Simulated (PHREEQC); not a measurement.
A column of 0.2 m (30 cells, dispersivity 0.016 m, 300 s a shift, diffusion coefficient 3e-10 m²/s) holds 0.0037 eq of the database's cation exchanger X per kg of pore water, first in equilibrium with 0.004 mol/kgw LiCl and 1e-05 mol/kgw HCl. It is flushed with 0.0048 mol BaCl2 and 1e-05 mol HCl per kg of water, at 15 °C. Values are for the last cell. The system is closed to CO2. No solid was allowed to form.

Computed with PHREEQC (ion-association model, phreeqc.dat).

```
pore volumes  Ba in solution (mol/kgw)  Li in solution (mol/kgw)  Cl in solution (mol/kgw)  LiX on the exchanger (mol/kgw)  BaX2 on the exchanger (mol/kgw)
------------  ------------------------  ------------------------  ------------------------  ------------------------------  -------------------------------
0                                    0                   0.00400                   0.00401                         0.00370                                0
0.3167                               0                   0.00401                   0.00402                         0.00370                                0
0.5167                               0                   0.00434                   0.00435                         0.00370                                0
0.8167                               0                   0.00607                   0.00608                         0.00370                                0
1.117                          5.25e-5                   0.00772                       [?]                        0.000996                              [?]
1.417                          0.00325                   0.00233                   0.00884                         4.43e-5                          0.00183
1.617                          0.00399                   0.00120                   0.00919                         2.06e-5                          0.00184
1.917                          0.00450                  0.000444                   0.00945                         7.23e-6                          0.00185
2.217                          0.00469                  0.000165                       [?]                         2.62e-6                          0.00185
2.517                          0.00476                   6.07e-5                   0.00959                         9.60e-7                          0.00185
2.717                          0.00478                   3.11e-5                   0.00960                         4.92e-7                          0.00185
3.017                          0.00479                   1.14e-5                   0.00961                         1.80e-7                          0.00185
```

Task: Fill in the missing entries.

Result: 
- 1.117, Cl in solution (mol/kgw): 0.00784
- 1.117, BaX2 on the exchanger (mol/kgw): 0.00135
- 2.217, Cl in solution (mol/kgw): 0.00955
